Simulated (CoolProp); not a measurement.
CF4 (R14) at 298.15 K and 0.894 MPa flows at 0.065 m/s in a round tube of 1 mm bore and 0.25 µm roughness, fully developed (64/Re and Nu = 3.66 if laminar; Colebrook and Gnielinski if turbulent). Each further row changes one setting.

Values from CoolProp's reference Helmholtz-energy equation of state, Platzer 1990. This equation is an older, rougher fit.

```tsv
case	Reynolds number	Darcy friction factor	pressure drop (Pa/m)	heat-transfer coefficient (W/(m² K))	mass flow (kg/h)
as stated	121	___	36.8	59.8	0.00603
velocity 0.13 m/s	241	0.265	___	59.8	___
diameter 2 mm	241	0.265	___	29.9	___
```

Problem. Complete the blanks.

Solution. 
- as stated, Darcy friction factor: 0.530
- velocity 0.13 m/s, pressure drop (Pa/m): 73.5
- velocity 0.13 m/s, mass flow (kg/h): 0.0121
- diameter 2 mm, pressure drop (Pa/m): 9.19
- diameter 2 mm, mass flow (kg/h): 0.0241

Viscosity comes from a separate model (Huber 2003), an estimate that may be off by 10 % or more. Thermal conductivity comes from a separate model (Huber 2003), an estimate that may be off by 10 % or more.
